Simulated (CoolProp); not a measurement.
n-perfluorohexane along the isobar 1.39 MPa: density (kg/m³) from the reference equation and from simpler models built on Tc = 448.0 K, pc = 1.742 MPa, ω = 0.497; each cubic takes its own stable root.

The numbers come from the reference Helmholtz-energy equation of state, Gao 2022 in CoolProp.

```tsv
T (K)	phase	reference	van der Waals	Soave-Redlich-Kwong	Peng-Robinson
311.5	liquid	1644	927.9	1431	1615
324.1	liquid	1606	907.2	1396	1577
336.7	liquid	1567	885.1	1357	1534
349.3	liquid	1526	861.3	1315	1488
361.9	liquid	1482	835.4	1269	1436
374.4	liquid	1435	807.1	1218	1378
387	liquid	1383	774.8	1159	1312
399.6	liquid	1323	737.0	1092	1235
412.2	liquid	1253	689.3	1011	1142
424.8	liquid	1161	234.2	905.0	1020
437.4	gas	246.9	203.1	229.8	241.4
450	gas	200.5	184.6	192.9	201.0
```

At some of these states van der Waals gives the other phase, because its saturation line lies elsewhere.
